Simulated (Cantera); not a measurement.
Charge: 1 mol Cu, 7.7 mol F2, 6.7 mol H2, equilibrated at 1148.15 K and 2.70 Pa.

Cantera equilibrium calculation (NASA polynomials, part measured and part estimated; ideal gas, pure solids and liquids). Kinetics and transport are ignored.

| species | before | after |
|---|---|---|
| HF | 0.929 | 0.901 |
| CuF2 | 0.0674 | 0.0355 |
| F | 0.00187 | 0.0318 |
| CuF | 0.00187 | 0.0318 |
Gas species are given as mole fractions.

### Question
Name the change that produced these shifts.
(A) temperature from 1148.15 K to 1398.15 K
(B) temperature from 1148.15 K to 873 K
(C) pressure from 2.70 Pa to 84.0 Pa
(D) F2 from 7.7 to 7.6 mol

### Answer
A, temperature from 1148.15 K to 1398.15 K
